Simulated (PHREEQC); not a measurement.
Solution (25 °C): 1.6 mmol/kgw NaHSO4 and 0.064 mmol/kgw Na2SO4. Closed to the air; pH follows from the charge balance.

All values are PHREEQC results (ion-association model, phreeqc.dat), not measurements.

No solid was allowed to form.

Problem. Order these S species by the share of S that they hold, largest first: SO4-2, NaSO4-, HSO4-.

Solution. SO4-2 (90 %), HSO4- (9.5 %), NaSO4- (0.58 %)

The pH is 2.87 and the ionic strength 0.00466 mol/kgw.
